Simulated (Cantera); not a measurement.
What does this Cantera script print?

```python
import numpy as np
import cantera as ct

gas_names = """
    N2 H2 NH3
""".split()
cond_names = """
    Cr(cr) Cr(L) Cr2N(s)
""".split()


# ... load() reads the species with a 1 bar reference pressure and builds the phases ...
species = {s.name: s for s in load("nasa_gas.yaml", gas_names) + load("nasa_condensed.yaml", cond_names)}
# Each term lists the table entries of one substance; the one whose range holds T is used.
reactions = {
    '4 Cr + N2(g) = 2 Cr2N':
        [(-4, ['Cr(cr)', 'Cr(L)']), (-1, ['N2']), (2, ['Cr2N(s)'])],
    '3 H2(g) + N2(g) = 2 NH3(g)':
        [(-3, ['H2']), (-1, ['N2']), (2, ['NH3'])],
}


def pick(names, T):
    return next(species[n] for n in names if species[n].thermo.min_temp <= T <= species[n].thermo.max_temp)


results = []
for label, terms in reactions.items():
    print(label)
    print("     T/K   dH/kJ  dS/(J/K)   dG/kJ   log10 K")
    for T in [498, 598, 698, 798, 898, 998, 1098, 1198, 1298, 1398, 1498]:
        used = [(nu, pick(names, T)) for nu, names in terms]
        dH = sum(nu * s.thermo.h(T) for nu, s in used) / 1e6
        dS = sum(nu * s.thermo.s(T) for nu, s in used) / 1e3
        dG = dH - T * dS / 1e3
        logK = -dG * 1e6 / (ct.gas_constant * T * np.log(10))
        results.append((label, T, dH, dS, dG, logK, [s.name for _, s in used]))
        print(f"{T:8g} {dH:8.1f} {dS:8.1f} {dG:8.1f} {logK:8.2f}")
```

Result:

```
4 Cr + N2(g) = 2 Cr2N
     T/K   dH/kJ  dS/(J/K)   dG/kJ   log10 K
     498   -248.1   -148.8   -174.0    18.25
     598   -246.3   -145.5   -159.3    13.91
     698   -244.4   -142.6   -144.9    10.84
     798   -242.4   -139.9   -130.8     8.56
     898   -240.3   -137.4   -116.9     6.80
     998   -238.2   -135.2   -103.3     5.40
    1098   -236.2   -133.3    -89.8     4.27
    1198   -234.3   -131.6    -76.6     3.34
    1298   -232.7   -130.3    -63.5     2.56
    1398   -231.3   -129.3    -50.5     1.89
    1498   -230.2   -128.6    -37.6     1.31
3 H2(g) + N2(g) = 2 NH3(g)
     T/K   dH/kJ  dS/(J/K)   dG/kJ   log10 K
     498    -99.8   -218.7      9.1    -0.95
     598   -102.9   -224.3     31.3    -2.73
     698   -105.3   -228.1     53.9    -4.03
     798   -107.3   -230.8     76.9    -5.03
     898   -109.0   -232.8    100.0    -5.82
     998   -110.3   -234.1    123.4    -6.46
    1098   -111.2   -235.0    146.9    -6.99
    1198   -111.9   -235.6    170.4    -7.43
    1298   -112.4   -236.0    194.0    -7.81
    1398   -112.7   -236.2    217.6    -8.13
    1498   -112.8   -236.3    241.2    -8.41
```

Cantera with NASA thermochemical tables; ideal gases at 1 bar, condensed phases pure. Condensed species are held in their standard states even where they would react or evaporate.
